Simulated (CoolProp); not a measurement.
Vapour-liquid equilibrium of isopentane (1) + toluene (2) at 64.25 °C; x and y are mole fractions of (1).

Computed with CoolProp (multi-fluid Helmholtz-energy mixture model, Lemmon 2006 and Lemmon 2006; pair parameters Bell 2016).

| x | bubble pressure (MPa) | y at the bubble point | dew pressure at overall composition x (MPa) | liquid density (mol/L) |
|---|---|---|---|---|
| 0.05 | 0.04038 | 0.479 | 0.02299 | 8.916 |
| 0.2 | 0.09587 | 0.809 | 0.02706 | 8.793 |
| 0.35 | 0.1458 | 0.893 | 0.03289 | 8.657 |
| 0.5 | 0.1877 | 0.931 | 0.04190 | 8.508 |
| 0.65 | 0.2231 | 0.954 | 0.05768 | 8.347 |
| 0.8 | 0.2563 | 0.972 | 0.09238 | 8.176 |
| 0.95 | 0.2927 | 0.992 | 0.2170 | 7.997 |

No azeotrope shows between x = 0.05 and 0.95.

Pair parameters are fitted to limited data, so mixtures are less certain than the pure fluids.
